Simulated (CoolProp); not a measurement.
The fluid at 298.15 K and 0.81 MPa flows at 0.27 m/s in a round tube of 1 mm bore and 1.5 µm roughness, fully developed (64/Re and Nu = 3.66 if laminar; Colebrook and Gnielinski if turbulent). The same conditions are run with several fluids, on thermodynamics alone (safety and materials aside).

Model: reference Helmholtz-energy equation of state of each fluid (CH2F2 (R32): Tillner-Roth 1997; R13: Platzer 1990; normal hydrogen: Leachman 2009; nitrogen: Span 2000; carbon dioxide: Span 1996), in CoolProp. The equations of Platzer and Polt are older, rougher fits.

| fluid | Reynolds number | Darcy friction factor | pressure drop (Pa/m) | heat-transfer coefficient (W/(m² K)) | mass flow (kg/h) |
|---|---|---|---|---|---|
| CH2F2 (R32) | 382 | 0.167 | 116 | 53.5 | 0.0145 |
| R13 | 689 | 0.0928 | 125 | 46.7 | 0.0282 |
| normal hydrogen | 19.9 | 3.22 | 76.9 | 683 | 0.000500 |
| nitrogen | 138 | 0.463 | 155 | 95.5 | 0.00700 |
| carbon dioxide | 270 | 0.237 | 130 | 62.5 | 0.0115 |

Transport values come from each fluid's own correlations; those of CH2F2 (R32), R13 are estimates that may be off by 10 % or more.
